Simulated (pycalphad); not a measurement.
## Phase fractions of Mg-2.01Al-6.34Si (at.%)

CALPHAD calculation (pycalphad, COST 507 light-alloy database (1999)), 1 atm. The database dates from 1999; later assessments differ in places, in temperatures and in the compounds included. Amounts are mole fractions of atoms. Kinetics are ignored, which matters at the lower temperatures.

| T (K) | liquid | MG2SI | hcp | ALMG_GAMMA |
|---|---|---|---|---|
| 1100 | 1.000 | - | - | - |
| 1050 | (withheld) | (withheld) | - | - |
| 1000 | 0.898 | 0.102 | - | - |
| 950 | 0.864 | 0.136 | - | - |
| 900 | 0.841 | 0.159 | - | - |
| 850 | - | 0.190 | 0.810 | - |
| 800 | - | 0.190 | 0.810 | - |
| 750 | - | 0.190 | 0.810 | - |
| 700 | - | 0.190 | 0.810 | - |
| 650 | - | 0.190 | 0.810 | - |
| 600 | - | 0.190 | 0.810 | - |
| 550 | - | 0.190 | 0.810 | - |
| 500 | - | 0.190 | 0.810 | - |
| 450 | - | 0.190 | 0.804 | 0.005 |
| 400 | - | 0.190 | 0.786 | 0.024 |
| 350 | - | 0.190 | 0.774 | 0.036 |

Question: What belongs in the gaps?

Answer: 
- 1050, liquid: 0.949
- 1050, MG2SI: 0.051

Database names, with the compositions (at.%) that they take in these runs: MG2SI: Mg 67 Si 33; ALMG_GAMMA: Mg 59 Al 41.
